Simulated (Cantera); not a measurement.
Charge: 1 mol PbF2, 54 mol N2, held at 727 °C and 3.00e-6 bar.

These are equilibrium values from Cantera (NASA tables, ideal gas, pure condensed phases), not measurements of a reactor. Candidate condensed phases: Pb, PbF2; 12 gas species. The numbers say what is thermodynamically allowed, not how fast it happens.

### Question
What is the equilibrium state?

### Answer
| Property | Result |
|---|---|
| x(N2) | 0.982 |
| x(PbF2) | 0.00665 |
| x(PbF4) | 0.00569 |
| x(Pb) | 0.00553 |
| x(PbF) | 0.000315 |
| gas amount | 55.00 mol |
| log10 activity of Pb(l) (absent) | -2.99 |
